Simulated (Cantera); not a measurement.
Mixture: 31.6 % H₂, 9.87 % O₂, 49.3 % N₂, 9.17 % H₂O, equivalence ratio 1.6, at 750 Torr, adiabatic and at constant volume. Ignition delay is the time to a rise of 400 K.

Model: GRI-Mech 3.0 (53 species, 325 reactions), integrated in Cantera. Where the delays flatten at high temperature, the 400 K rule measures the pace of heat release, not the induction time.

Q: Predict: delay at 1125 K; delay at 1225 K; delay at 1325 K; delay at 1425 K; delay at 1525 K.

A: 
```
Property            Value
---------------  --------
delay at 1125 K  0.121 ms
delay at 1225 K   57.7 µs
delay at 1325 K   35.7 µs
delay at 1425 K   25.4 µs
delay at 1525 K   20.3 µs
```
